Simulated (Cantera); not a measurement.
A closed system holds: 1 mol Si(CH3)4, 0.3 mol C3H8, 5.1 mol H2, at 0.00133 bar.

Equilibrium computed with Cantera from the NASA thermochemical tables; the gas is ideal and each condensed phase is pure. Candidate condensed phases: C, C6H6, C7H8, C8H18, Si, SiC; 87 gas species. Equilibrium is a limit: real reactors are often held back by kinetics, nucleation or transport. All values below are at 1325 °C.

Base state: H2 0.999, H 0.00146, C2H2 (acetylene) 2.69e-5 (mole fractions); condensed: C(graphite) + SiC(s).

What changes in the equilibrium state with this change: pressure from 0.00133 bar to 0.0170 bar?


```tsv
species	before	after
H2	0.999	1.000
H	0.00146	0.000408
CH4	2.19e-6	2.80e-5
C2H2 (acetylene)	2.69e-5	2.69e-5
C(graphite), mol	3.90	3.90
SiC(s), mol	1.000	1.000
```

What changes in the equilibrium state with this change: Si(CH3)4 replaced by CH3SiCl3?


```csv
species,before,after
H2,0.999,0.682
HCl,0,0.311
SiCl2,0,0.00511
Cl,0,0.000435
SiCl3,0,9.71e-5
C2H2 (acetylene),2.69e-5,1.84e-5
"C(graphite), mol",3.90,0.948
"SiC(s), mol",1.000,0.951
```
The feed counts by its element totals alone. The tables' values for SiCl3 are old estimates; treat these amounts as uncertain.
